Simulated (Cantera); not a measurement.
What does this Cantera script print?

```python
import numpy as np
import cantera as ct

gas_names = """
    B BH BH2 BH3 BN BO BO2 B2 B2O B2O2 B2O3 B3O3H3 H HBO HBO2 HNO HNO2 HNO3 HO2 H2 H2O H2O2 H3B3O6 N NH
    NH2 NH3 NH2OH NO NO2 NO3 N2 N2H2 N2H4 N2O O OH O2 O3
""".split()
cond_names = """
    B(b) B(L) BN(s) B2O3(L) B3O3H3(cr) H2O(s) H2O(L)
""".split()


def load(file, names, dense=False):
    # The tables refer to 1 bar. Condensed volumes are neglected.
    table = {s.name: s for s in ct.Species.list_from_file(file)}
    out = []
    for n in names:
        d = dict(table[n].input_data)
        d["thermo"] = dict(d["thermo"], **{"reference-pressure": 1e5})
        if dense:
            d["equation-of-state"] = {"model": "constant-volume", "density": "1e6 g/cm^3"}
        out.append(ct.Species.from_dict(d))
    return out


gas = ct.Solution(thermo="ideal-gas", species=load("nasa_gas.yaml", gas_names))
cond = {s.name: ct.Solution(thermo="fixed-stoichiometry", species=[s], name=s.name)
        for s in load("nasa_condensed.yaml", cond_names, dense=True)}
atoms = {
    'B2O3': {'B': 2, 'O': 3},
    'H2O': {'H': 2, 'O': 1},
    'N2': {'N': 2},
}
top_T = {'BN(s)': 3200}  # K; cautious upper limits of use, not melting points


def equilibrate(T, P, feed):
    n = {}
    for name, mol in feed.items():
        for a, k in atoms[name].items():
            n[a] = n.get(a, 0.0) + k * mol
    gas.TPX = T, P, n
    mass = sum(n.values()) * gas.mean_molecular_weight
    gas.equilibrate("TP")
    valid = [c for c in cond.values() if c.min_temp <= T <= top_T.get(c.name, c.max_temp)]
    mix = ct.Mixture([(gas, mass / gas.mean_molecular_weight)] + [(c, 0.0) for c in valid])
    mix.T, mix.P = T, P
    mix.equilibrate("TP", solver="vcs", rtol=1e-11, max_steps=5000)
    return mix


results = []
T = 1773  # K
P = 100000  # Pa
for m in [3.4, 4.7, 6.4, 8.7, 12, 16, 22, 31, 42, 57, 78]:
    feed = {'B2O3': 1, 'H2O': 0.068, 'N2': m}  # mol
    mix = equilibrate(T, P, feed)
    results.append((T, P, feed, dict(zip(mix.species_names, mix.species_moles))))

top = {s: max(r[3][s] / sum(r[3][g] for g in gas_names) for r in results) for s in gas_names}
cols = sorted((s for s in top if top[s] > 1e-05), key=lambda s: -top[s])[:6]
seen = [c for c in cond_names if any(r[3].get(c, 0) > 1e-12 for r in results)]
print("log10 of partial pressures in bar; condensed amounts in mol")
print(f"{'n(N2)':>10s}" + "".join(f"{s[:9]:>10s}" for s in cols + seen))
for T, P, feed, n in results:
    ng = sum(n[g] for g in gas_names)
    print(f"{feed['N2']:10.4g}" + "".join(f"{np.log10(max(n[s] / ng * P / 1e5, 1e-99)):10.3f}" for s in cols)
          + "".join(f"{n.get(c, 0):10.4g}" for c in seen))
```

It prints:

```
log10 of partial pressures in bar; condensed amounts in mol
     n(N2)        N2      HBO2       H2O      B2O3        H2       BO2   B2O3(L)
       3.4    -0.014    -1.736    -1.997    -2.631    -3.998    -4.405    0.9595
       4.7    -0.011    -1.828    -2.181    -2.631    -4.102    -4.446    0.9528
       6.4    -0.008    -1.919    -2.363    -2.631    -4.202    -4.487    0.9453
       8.7    -0.007    -2.014    -2.553    -2.631    -4.304    -4.531    0.9364
        12    -0.005    -2.117    -2.760    -2.631    -4.412    -4.580     0.925
        16    -0.004    -2.213    -2.952    -2.631    -4.510    -4.627    0.9126
        22    -0.003    -2.324    -3.174    -2.631    -4.621    -4.683    0.8953
        31    -0.003    -2.448    -3.422    -2.631    -4.741    -4.747    0.8711
        42    -0.002    -2.562    -3.649    -2.631    -4.849    -4.806    0.8429
        57    -0.002    -2.680    -3.885    -2.631    -4.959    -4.869    0.8057
        78    -0.002    -2.804    -4.133    -2.631    -5.074    -4.936    0.7547
```

Equilibrium computed with Cantera from the NASA thermochemical tables; the gas is ideal and each condensed phase is pure.
